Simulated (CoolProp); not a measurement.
A single-stage vapour-compression cycle with R507A: evaporating at 286.15 K (dew point), condensing at 322.15 K (bubble point), superheat 10 K, subcooling 0 K, compressor efficiency 0.8, no pressure losses. Each further row changes one setting.

Model: reference Helmholtz-energy equation of state, Lemmon 2003, in CoolProp. It is a pseudo-pure fit of the blend.

| case | cooling COP | pressure ratio | discharge temperature (K) | refrigerating effect (kJ/kg) | volumetric capacity (kJ/m³) |
|---|---|---|---|---|---|
| as stated | 4.46 | 2.50 | 338.9 | 103 | 4630 |
| evaporating temperature 291.15 K | 5.42 | 2.18 | 337.9 | 106 | 5480 |
| condensing temperature 317.15 K | 5.51 | 2.23 | 333.0 | 112 | 5030 |
| subcooling 5 K | 4.86 | 2.50 | 338.9 | 112 | 5050 |
| superheat 20 K | 4.58 | 2.50 | 348.2 | 114 | 4800 |
| compressor efficiency 0.7 | 3.90 | 2.50 | 341.4 | 103 | 4630 |
